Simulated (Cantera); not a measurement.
Mixture: H2 : O2 : N2 = 1 : 0.333 : 1.25 (molar parts), equivalence ratio 1.5, at 100000 Pa, adiabatic and at constant volume. Ignition delay is the time to a rise of 400 K.

Cantera simulation using the H2/O2 subset of GRI-Mech 3.0, which has no nitrogen chemistry; the numbers are that mechanism's predictions, not measurements.

Predict: delay at 1050 K; delay at 1150 K; delay at 1250 K; delay at 1350 K; delay at 1450 K; delay at 1550 K.


```
Quantity            Value
---------------  --------
delay at 1050 K  0.149 ms
delay at 1150 K   63.3 µs
delay at 1250 K   36.1 µs
delay at 1350 K   23.7 µs
delay at 1450 K   17.3 µs
delay at 1550 K   13.8 µs
```
